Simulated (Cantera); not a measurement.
## Silicon nitride deposition: trisilylamine + NH₃

Feed: 1 mol trisilylamine, a varied amount of NH₃, equilibrated at 1825 K and 0.140 bar.

Equilibrium computed with Cantera from the NASA thermochemical tables; the gas is ideal and each condensed phase is pure. Candidate condensed phases: Si, Si₃N₄; 18 gas species. The feed counts by its element totals alone. Mutual solubility and eutectic melting of coexisting phases are not modelled. Gases not in the tables: Si₂H₆ and higher silanes. Equilibrium is a limit: real reactors are often held back by kinetics, nucleation or transport.

At 3 mol NH₃ the condensed part is Si(l) + Si₃N₄(s). From 9.7 mol NH₃ to 43 mol NH₃ the condensed part is Si₃N₄(s). The main Si-bearing gas is Si throughout.

```json
[
 {"n(NH₃) (mol)": "3", "log p H₂": "-0.90", "log p N₂": "-1.88", "log p H": "-3.80", "log p Si": "-5.34", "log p SiH₂": "-5.35", "n Si(l)": "1.40", "n Si₃N₄(s)": "0.533"},
 {"n(NH₃) (mol)": "9.7", "log p H₂": "-0.92", "log p N₂": "-1.68", "log p H": "-3.82", "log p Si": "-5.48", "log p SiH₂": "-5.51", "n Si(l)": "0", "n Si₃N₄(s)": "1.000"},
 {"n(NH₃) (mol)": "16", "log p H₂": "-0.94", "log p N₂": "-1.59", "log p H": "-3.83", "log p Si": "-5.54", "log p SiH₂": "-5.59", "n Si(l)": "0", "n Si₃N₄(s)": "0.999"},
 {"n(NH₃) (mol)": "23", "log p H₂": "-0.95", "log p N₂": "-1.54", "log p H": "-3.83", "log p Si": "-5.57", "log p SiH₂": "-5.63", "n Si(l)": "0", "n Si₃N₄(s)": "0.999"},
 {"n(NH₃) (mol)": "30", "log p H₂": "-0.96", "log p N₂": "-1.52", "log p H": "-3.84", "log p Si": "-5.58", "log p SiH₂": "-5.65", "n Si(l)": "0", "n Si₃N₄(s)": "0.999"},
 {"n(NH₃) (mol)": "36", "log p H₂": "-0.96", "log p N₂": "-1.51", "log p H": "-3.84", "log p Si": "-5.59", "log p SiH₂": "-5.66", "n Si(l)": "0", "n Si₃N₄(s)": "0.999"},
 {"n(NH₃) (mol)": "43", "log p H₂": "-0.96", "log p N₂": "-1.50", "log p H": "-3.84", "log p Si": "-5.59", "log p SiH₂": "-5.67", "n Si(l)": "0", "n Si₃N₄(s)": "0.999"}
]
```
log p: log10 of the partial pressure in bar; n: condensed amount in mol.
